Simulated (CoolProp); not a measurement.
CF4 (R14) along the isobar 1.22 MPa: density (kg/m³) from the reference equation and from simpler models built on Tc = -45.8 °C, pc = 3.762 MPa, ω = 0.178; each cubic takes its own stable root.

Computed with CoolProp (reference Helmholtz-energy equation of state, Platzer 1990). This equation is an older, rougher fit.

| T (°C) | phase | reference | ideal gas | van der Waals | Soave-Redlich-Kwong | Peng-Robinson |
|---|---|---|---|---|---|---|
| -77.15 | gas | 83.43 | 65.88 | 78.42 | 83.25 | 84.72 |
| -64.35 | gas | 73.91 | 61.84 | 71.38 | 73.96 | 75.13 |
| -51.65 | gas | 67.10 | 58.30 | 65.75 | 67.14 | 68.10 |
| -38.85 | gas | 61.74 | 55.11 | 61.04 | 61.73 | 62.54 |
| -26.15 | gas | 57.39 | 52.28 | 57.08 | 57.34 | 58.04 |
| -13.35 | gas | 53.70 | 49.70 | 53.63 | 53.62 | 54.23 |
| -0.55 | gas | 50.54 | 47.37 | 50.62 | 50.43 | 50.97 |
| 12.15 | gas | 47.80 | 45.26 | 47.98 | 47.68 | 48.15 |
| 24.95 | gas | 45.36 | 43.32 | 45.61 | 45.24 | 45.66 |
| 37.65 | gas | 43.20 | 41.55 | 43.49 | 43.08 | 43.45 |
| 50.45 | gas | 41.24 | 39.90 | 41.56 | 41.13 | 41.46 |
| 63.15 | gas | 39.49 | 38.40 | 39.82 | 39.37 | 39.68 |
| 75.95 | gas | 37.87 | 36.99 | 38.21 | 37.77 | 38.04 |
